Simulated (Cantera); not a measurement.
Charge: 1 mol SiHCl3, 0.058 mol HCl, 33 mol H2, at 1200 K.

These are equilibrium values from Cantera (NASA tables, ideal gas, pure condensed phases), not measurements of a reactor. Candidate condensed phases: Si; 19 gas species. The tables' values for SiCl3 are old estimates; treat these amounts as uncertain. Kinetics and transport are ignored.

x: gas mole fraction; n: condensed amount in mol.

```
P (Pa)   x H2   x HCl  x SiCl2  x SiHCl3  n Si(s)
------  -----  ------  -------  --------  -------
100     0.925  0.0633   0.0102       [?]    0.604
300     0.927  0.0612  0.00953       [?]    0.592
880     0.931  0.0572  0.00830       [?]    0.571
2600    0.936  0.0510  0.00657       [?]    0.535
7700    0.942  0.0434  0.00472       [?]    0.485
23000   0.948  0.0353  0.00310       [?]    0.424
68000   0.953  0.0279  0.00192       [?]    0.355
200000  0.958  0.0214  0.00113       [?]    0.284
```

**Question.** Complete the blanks.

**Answer.** 
- 100, x SiHCl3: 0.000125
- 300, x SiHCl3: 0.000338
- 880, x SiHCl3: 0.000806
- 2600, x SiHCl3: 0.00168
- 7700, x SiHCl3: 0.00304
- 23000, x SiHCl3: 0.00487
- 68000, x SiHCl3: 0.00703
- 200000, x SiHCl3: 0.00940
